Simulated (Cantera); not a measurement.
A closed system holds: 1 mol HgO, 0.35 mol H₂, equilibrated at 233 Torr.

Equilibrium computed with Cantera from the NASA thermochemical tables; the gas is ideal and each condensed phase is pure. Candidate condensed phases: H₂O, Hg, HgO; 10 gas species. The numbers say what is thermodynamically allowed, not how fast it happens. All values below are at 1398 K.

Base state: Hg 0.597, H₂O 0.209, O₂ 0.194, OH 5.73e-5 (mole fractions); condensed: gas only.

Problem. What changes in the equilibrium state with this change: HgO replaced by PbO?

Solution. 
```
species       before     after
-----------  -------  --------
H₂O            0.209     0.965
Pb                 0    0.0275
PbO                0   0.00701
Hg             0.597         0
O₂             0.194   1.17e-6
H₂           3.73e-7  0.000702
OH           5.73e-5   6.10e-6
Pb(l), mol         0     0.340
PbO(l), mol        0     0.648
```
Each liquid is taken as pure. Mutual solubility and eutectic melting of coexisting phases are not modelled. Gases not in the tables: (PbO)n polymers. Further candidate phases: Pb, PbO, PbO₂, Pb₃O₄.

Problem. What changes in the equilibrium state with this change: H₂ from 0.35 to 43 mol?

Solution. 
```tsv
species	before	after
H₂	3.73e-7	0.955
Hg	0.597	0.0227
H₂O	0.209	0.0227
O₂	0.194	<1e-9
OH	5.73e-5	3.90e-9
```
